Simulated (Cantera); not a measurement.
A perfectly stirred reactor is fed with 7.27 % CH₄, 1.16 % H₂, 11.6 % O₂, 79.9 % N₂, at 195 Torr; it is adiabatic with a 598 K inlet, and is followed from long to short residence time, starting on the burning branch (τ in s: 0.031, 0.014, 0.006, 0.0026, 0.0012, 0.0005, 0.00022, 9.7e-05, 4.2e-05, 1.9e-05, 8.2e-06, 3.6e-06).

Cantera simulation using GRI-Mech 3.0 (53 species, 325 reactions); the numbers are that mechanism's predictions, not measurements.

Problem. Predict: blow-out, bracketed by the residence times tried; x(CH₄) at τ = 31.0 ms; x(H₂) at τ = 31.0 ms; x(O₂) at τ = 31.0 ms; x(CH₂CO) at τ = 31.0 ms; x(HCN) at τ = 31.0 ms; x(CH₄) at τ = 0.220 ms; x(H₂) at τ = 0.220 ms; x(O₂) at τ = 0.220 ms.

Solution. 
```json
{
 "blow_out_bracketed_by_the_residence_times_tried": "burning at 2.60 ms, out at 1.20 ms",
 "x(CH₄) at τ = 31.0 ms": "8.08e-5",
 "x(H₂) at τ = 31.0 ms": "0.0316",
 "x(O₂) at τ = 31.0 ms": "0.000537",
 "x(CH₂CO) at τ = 31.0 ms": "6.98e-8",
 "x(HCN) at τ = 31.0 ms": "3.55e-5",
 "x(CH₄) at τ = 0.220 ms": "0.0727",
 "x(H₂) at τ = 0.220 ms": "0.0116",
 "x(O₂) at τ = 0.220 ms": "0.116"
}
```
